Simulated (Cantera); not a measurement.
An adiabatic, constant-pressure homogeneous reactor starts with H₂ : O₂ : N₂ : H₂O = 2 : 0.455 : 3.41 : 0.6 (molar parts), at 975 K and 0.300 bar.

Cantera simulation using the H2/O2 subset of GRI-Mech 3.0, which has no nitrogen chemistry; the numbers are that mechanism's predictions, not measurements.

Task: Predict: time of steepest temperature rise; temperature at 10.0 s; equilibrium temperature; x(H₂) at 10.0 s; x(O₂) at 10.0 s; x(H₂O) at 10.0 s; x(O) at 10.0 s; x(OH) at 10.0 s.

Result: 
| Item | Value |
|---|---|
| time of steepest temperature rise | 1.73 ms |
| temperature at 10.0 s | 1975 K |
| equilibrium temperature | 1975 K |
| x(H₂) at 10.0 s | 0.181 (gas-phase equilibrium 0.181) |
| x(O₂) at 10.0 s | 3.72e-7 (gas-phase equilibrium 3.72e-7) |
| x(H₂O) at 10.0 s | 0.251 (gas-phase equilibrium 0.251) |
| x(O) at 10.0 s | 6.19e-7 (gas-phase equilibrium 6.19e-7) |
| x(OH) at 10.0 s | 0.000142 (gas-phase equilibrium 0.000142) |
